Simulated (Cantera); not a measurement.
An isothermal plug-flow reactor at 575 K and 0.930 bar (inlet), inlet velocity 0.69 m/s, active area per volume 3800 1/m; feed CO : O2 : N2 : H2O = 0.011 : 0.037 : 0.79 : 0.0067 (molar parts).

Model: Deutschmann's 1995 Pt surface mechanism with GRI-Mech 3.0 gas chemistry, integrated in Cantera. Catalytic surfaces can have several steady states; this one follows from the mechanism file's or the stated starting coverage. Mass transfer to the wall is taken as infinitely fast.

**Question.** Predict: x(CO) at z = 0.012 m; x(O2) at z = 0.012 m; x(H2O) at z = 0.012 m; x(CO2) at z = 0.012 m; θ(free Pt) at the exit; θ(O*) at the exit; θ(CO*) at the exit.

**Answer.** 
```
Property                  Value
----------------------  -------
x(CO) at z = 0.012 m     0.0120
x(O2) at z = 0.012 m     0.0433
x(H2O) at z = 0.012 m   0.00794
x(CO2) at z = 0.012 m   0.00103
θ(free Pt) at the exit  0.00457
θ(O*) at the exit       0.00409
θ(CO*) at the exit        0.991
```
